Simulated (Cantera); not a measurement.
Input: 1 mol SiCl4, 0.019 mol HCl, 190 mol H2, 0.11 mol CH4, at 800 °C and 1.33 mbar.

Cantera equilibrium calculation (NASA polynomials, part measured and part estimated; ideal gas, pure solids and liquids). Candidate condensed phases: C, C6H6, C7H8, C8H18, Si, SiC; 109 gas species. Mutual solubility and eutectic melting of coexisting phases are not modelled. The tables' values for SiCl3 are old estimates; treat these amounts as uncertain. Rates play no part.

**Question.** What is the equilibrium state?

**Answer.** x(H2): 0.980
x(HCl): 0.0188
x(SiCl2): 0.000704
x(SiCl4): 8.11e-5
x(SiCl3): 5.98e-5
x(SiHCl3): 5.17e-5
x(SiH2Cl2): 3.86e-6
n(Si(s)): 0.717 mol
n(SiC(s)): 0.110 mol
gas amount: 192.2 mol
log10 activity of C(graphite) (absent): -3.15
